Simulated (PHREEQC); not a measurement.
Dissolve 0.14 mol FeSO4, 9.6e-05 mol KBr, 0.00066 mol (CH3)4NF and 4.5e-05 mol MgSO4 per kg of water at 25 °C. Closed to the air; pH follows from the charge balance.

The numbers come from PHREEQC with the ion-association model, phreeqc.dat.

Precipitation was switched off in this run.

What pH, density, specific conductance does the model give?

pH 5.86; density 1.017 g/cm³; specific conductance 11400 µS/cm.

In which forms is K present?

K+ 89 %, KSO4- 11 % of the K.

(CH3)4N+ isn't in the database: it is added as a free cation with an ion size of 4 Å. Fluoro complexes past AlF4- and FeF3 are missing from the database.
